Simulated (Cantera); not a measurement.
# Equilibrium for sublimation and decomposition of ceramics: Si3N4 + C + H2

Input: 1 mol Si3N4, 0.039 mol C, 0.021 mol H2, equilibrated at 1450 °C.

These are equilibrium values from Cantera (NASA tables, ideal gas, pure condensed phases), not measurements of a reactor. Candidate condensed phases: C, C6H6, C7H8, C8H18, Si, SiC, Si3N4; 105 gas species. Mutual solubility and eutectic melting of coexisting phases are not modelled. The tables' values for SiN are old estimates; treat these amounts as uncertain. Equilibrium is a limit: real reactors are often held back by kinetics, nucleation or transport.

| P (Pa) | x N2 | x H2 | x Si | x CH4 | x H | x HCN | n Si(l) | n SiC(s) | n Si3N4(s) | n C(graphite) |
|---|---|---|---|---|---|---|---|---|---|---|
| 1 | 0.888 | 0.00691 | 0.0986 | <1e-12 | 0.00480 | 5.42e-6 | 2.73 | 0.0374 | 0 | 0 |
| 5.60 | 0.971 | 0.00902 | 0.0176 | <1e-12 | 0.00232 | 6.48e-6 | 2.92 | 0.0387 | 0 | 0 |
| 32 | 0.986 | 0.00984 | 0.00308 | <1e-12 | 0.00101 | 6.82e-6 | 2.95 | 0.0389 | 0 | 0 |
| 180 | 0.989 | 0.0102 | 0.000548 | 3.12e-12 | 0.000434 | 6.94e-6 | 2.96 | 0.0390 | 0 | 0 |
| 1000 | 0.553 | 0.446 | 5.61e-5 | 5.86e-8 | 0.00122 | 6.04e-5 | 0 | 0.0390 | 0.987 | 0 |
| 5600 | 0.553 | 0.446 | 3.18e-6 | 1.04e-6 | 0.000516 | 0.000191 | 0 | 0.0390 | 0.987 | 0 |
| 32000 | 0.553 | 0.446 | 1.74e-7 | 1.90e-5 | 0.000216 | 0.000609 | 0 | 0.0390 | 0.987 | 0 |
| 180000 | 0.552 | 0.446 | 9.79e-9 | 0.000336 | 9.09e-5 | 0.00192 | 0 | 0.0389 | 0.987 | 0 |
| 1000000 | 0.110 | 0.880 | 1.64e-9 | 0.00780 | 5.42e-5 | 0.00129 | 0 | 0.00389 | 0.999 | 0.0349 |
x: gas mole fraction; n: condensed amount in mol.

From 1.00 Pa to 180 Pa the condensed part is Si(l) + SiC(s). From 1000 Pa to 180000 Pa the condensed part is SiC(s) + Si3N4(s). At 1000000 Pa the condensed part is C(graphite) + SiC(s) + Si3N4(s). The main Si-bearing gas is Si at 1.00 Pa and SiH2 at 1000000 Pa.
